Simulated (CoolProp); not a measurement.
Vapour-liquid equilibrium of R13 (1) + isobutane (2) at -56.15 °C; x and y are mole fractions of (1).

The numbers come from the multi-fluid Helmholtz-energy mixture model, Platzer 1990 and Bücker 2006; pair parameters Bell 2016 in CoolProp. This equation is an older, rougher fit; its heat capacities, sound speeds and derivatives of the liquid may be far off and weren't checked against measurements.

### Question
Give the bubble pressure and the first vapour's composition at x = 0.2, 0.65, 0.8. Is there an azeotrope?

### Answer
x = 0.2: 0.1154 MPa, y = 0.911; x = 0.65: 0.2385 MPa, y = 0.972; x = 0.8: 0.2725 MPa, y = 0.983. No azeotrope shows between x = 0.05 and 0.95.

The pair parameters rest on a limited set of measurements; away from them the model extrapolates. With so large a gap from Raoult's law the liquid may split in two, which this calculation doesn't test in full.
